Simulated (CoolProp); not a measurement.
C2F6 (R116) along the isobar 3.31 MPa: density (kg/m³) from the reference equation and from simpler models built on Tc = 293.0 K, pc = 3.048 MPa, ω = 0.257; each cubic takes its own stable root.

Computed with CoolProp (reference Helmholtz-energy equation of state, Lemmon 2006). It is a short technical equation, of lower accuracy than the large ones.

```tsv
T (K)	phase	reference
234.1	liquid	1439
258	liquid	1299
281.8	liquid	1098
305.7	supercritical	327.4
329.6	supercritical	232.9
353.4	supercritical	194.7
377.3	supercritical	171.0
401.1	supercritical	154.1
425	supercritical	141.0
```

Q: How far does each simpler model (van der Waals, Redlich-Kwong, Soave-Redlich-Kwong, Peng-Robinson) lie from the reference over these 9 states: mean and median of the absolute difference, and the worst?

A: 
- van der Waals: mean 14.6 %, median 5.4 %, worst -34.8 % at 234.1 K and 3.31 MPa
- Redlich-Kwong: mean 6.2 %, median 3.6 %, worst -15.4 % at 281.8 K and 3.31 MPa
- Soave-Redlich-Kwong: mean 3.5 %, median 0.9 %, worst -12.7 % at 281.8 K and 3.31 MPa
- Peng-Robinson: mean 3.2 %, median 2.7 %, worst +7.2 % at 234.1 K and 3.31 MPa
